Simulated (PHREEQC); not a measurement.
TMAH is added in steps, without added water, to 1 kg of water holding 0.011 mol KHCO3, 0.00031 mol NH3 and 0.0011 mol LiCl, at 25 °C. Oxygen is held at 0.21 atm. No CO2 enters from the air. The run lets Sylvite precipitate or redissolve, and no other solid.

Base run: PHREEQC, ion-association model, phreeqc.dat. Each further column changes one thing. The table gives CO3-2 (mol/kgw).

```
TMAH added (mol)      base  all activity coefficients set to 1  Debye-Hückel limiting law  metal-ligand complexes left out  Davies equation for every ion
----------------  --------  ----------------------------------  -------------------------  -------------------------------  -----------------------------
0                 0.000299                            0.000279                   0.000304                         0.000299                       0.000300
0.0006875         0.000875                          (withheld)                   0.000881                         0.000875                       0.000876
0.002063           0.00214                             0.00210                    0.00215                          0.00214                        0.00214
0.00275            0.00279                             0.00275                    0.00280                          0.00279                        0.00279
0.003438           0.00344                          (withheld)                    0.00345                          0.00344                        0.00344
0.004812           0.00474                          (withheld)                    0.00475                          0.00474                        0.00474
0.0055             0.00538                          (withheld)                    0.00540                          0.00538                        0.00539
0.006188           0.00602                          (withheld)                    0.00604                          0.00602                        0.00603
0.007562           0.00727                          (withheld)                    0.00730                          0.00727                        0.00728
0.00825            0.00786                             0.00775                    0.00790                          0.00786                        0.00787
0.008937           0.00842                             0.00829                    0.00847                          0.00842                        0.00844
0.01031            0.00939                          (withheld)                    0.00945                          0.00939                        0.00941
0.011              0.00976                             0.00956                    0.00983                          0.00976                        0.00977
```

### Question
Some entries are withheld; supply them.

### Answer

- 0.0006875, all activity coefficients set to 1: 0.000846
- 0.003438, all activity coefficients set to 1: 0.00340
- 0.004812, all activity coefficients set to 1: 0.00469
- 0.0055, all activity coefficients set to 1: 0.00533
- 0.006188, all activity coefficients set to 1: 0.00596
- 0.007562, all activity coefficients set to 1: 0.00717
- 0.01031, all activity coefficients set to 1: 0.00921

(CH3)4N+ isn't in the database: it is added as a free cation with an ion size of 4 Å.
